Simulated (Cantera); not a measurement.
Mixture: 12.0 % CH₄, 18.5 % O₂, 69.3 % N₂, 0.252 % H₂, equivalence ratio 1.3, at 5.90 bar, adiabatic and at constant volume. Ignition delay is the time to a rise of 400 K.

Model: GRI-Mech 3.0 (53 species, 325 reactions), integrated in Cantera.

Q: Predict: delay at 1050 K; delay at 1125 K; delay at 1200 K; delay at 1275 K; delay at 1350 K; delay at 1425 K; apparent activation energy between 1275 and 1425 K.

A: 
| Item | Value |
|---|---|
| delay at 1050 K | 37.8 ms |
| delay at 1125 K | 16.0 ms |
| delay at 1200 K | 6.78 ms |
| delay at 1275 K | 2.90 ms |
| delay at 1350 K | 1.27 ms |
| delay at 1425 K | 0.579 ms |
| apparent activation energy between 1275 and 1425 K | 160 kJ/mol |
